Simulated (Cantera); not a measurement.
Feed: 1 mol BN, 16 mol H2O, 4.4 mol H2, equilibrated at 95.0 Pa.

These are equilibrium values from Cantera (NASA tables, ideal gas, pure condensed phases), not measurements of a reactor. Candidate condensed phases: B, BN, B2O3, B3O3H3, H2O; 39 gas species. Gases not in the tables: H3BO3. Equilibrium is a limit: real reactors are often held back by kinetics, nucleation or transport.

Task: Which condensed phases are stable at each of these points (T (K)): 975, 1075, 1175, 1275, 1375, 1475, 1575, 1675, 1775?

Result: 
```json
[
 {"T (K)": "975", "condensed phases": "B2O3(l)", "B condensed (%)": "95.6"},
 {"T (K)": "1075", "condensed phases": "B2O3(l)", "B condensed (%)": "91.5"},
 {"T (K)": "1175", "condensed phases": "B2O3(l)", "B condensed (%)": "66.0"},
 {"T (K)": "1275", "condensed phases": "gas only", "B condensed (%)": "0.0"},
 {"T (K)": "1375", "condensed phases": "gas only", "B condensed (%)": "0.0"},
 {"T (K)": "1475", "condensed phases": "gas only", "B condensed (%)": "0.0"},
 {"T (K)": "1575", "condensed phases": "gas only", "B condensed (%)": "0.0"},
 {"T (K)": "1675", "condensed phases": "gas only", "B condensed (%)": "0.0"},
 {"T (K)": "1775", "condensed phases": "gas only", "B condensed (%)": "0.0"}
]
```

From 975 K to 1175 K the condensed part is B2O3(l). From 1275 K to 1775 K nothing is condensed.
